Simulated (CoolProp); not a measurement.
Vapour-liquid equilibrium of ethylbenzene (1) + o-xylene (2) at 490.1 K; x and y are mole fractions of (1).

Values from CoolProp's multi-fluid Helmholtz-energy mixture model, Zhou 2012 and Zhou 2012; pair parameters Bell 2016.

Task: Give the bubble pressure and the first vapour's composition at x = 0.125, 0.425, 0.65. Is there an azeotrope?

Result: x = 0.125: 512.3 kPa, y = 0.142; x = 0.425: 541.3 kPa, y = 0.462; x = 0.65: 562.6 kPa, y = 0.681. No azeotrope shows between x = 0.05 and 0.95.

The pair parameters rest on a limited set of measurements; away from them the model extrapolates.
